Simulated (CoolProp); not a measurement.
The fluid at 293.15 K and 0.205 MPa (gas) is heated at constant pressure to 372.4 K. The same conditions are run with several fluids, on thermodynamics alone (safety and materials aside).

Computed with CoolProp (reference Helmholtz-energy equation of state of each fluid (R22: Kamei 1995; R407C: Lemmon 2003; R1132(E): Akasaka 2024; propane: Lemmon 2009; C2F6 (R116): Lemmon 2006)). Blends and air are pseudo-pure fits.

| fluid | heat (kJ/kg) | final density (kg/m³) |
|---|---|---|
| R22 | 56.0 | 5.81 |
| R407C | 71.3 | 5.79 |
| R1132(E) | 80.6 | 4.29 |
| propane | 147 | 2.97 |
| C2F6 (R116) | 65.7 | 9.23 |
